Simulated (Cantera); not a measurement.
Input (Python, Cantera):

```python
import numpy as np
import cantera as ct

gas = ct.Solution("gri30.yaml")


def delay(T, t_max=10):
    gas.TPX = T, 101325, {'CH4': 1, 'H2': 0.11, 'O2': 3.67, 'N2': 23.1}
    reactor = ct.IdealGasConstPressureReactor(gas, clone=False)
    net = ct.ReactorNet([reactor])
    net.rtol, net.atol = 1e-8, 1e-16
    while net.time < t_max:
        t_old, T_old = net.time, reactor.T
        net.step()
        if reactor.T > T + 400:  # ignition: a rise of 400 K
            return t_old + (T + 400 - T_old) / (reactor.T - T_old) * (net.time - t_old)
    return np.nan


taus = []
for T in [1075, 1125, 1175, 1225, 1275, 1325, 1375, 1425]:
    taus.append(delay(T))
    print(f"T0 = {T:6g} K   tau = {taus[-1]:.4e} s")
```

Result:

```
T0 =   1075 K   tau = 7.7252e-02 s
T0 =   1125 K   tau = 4.3908e-02 s
T0 =   1175 K   tau = 2.4690e-02 s
T0 =   1225 K   tau = 1.3902e-02 s
T0 =   1275 K   tau = 7.9229e-03 s
T0 =   1325 K   tau = 4.6089e-03 s
T0 =   1375 K   tau = 2.7559e-03 s
T0 =   1425 K   tau = 1.7033e-03 s
```

Model: GRI-Mech 3.0 (53 species, 325 reactions), integrated in Cantera.
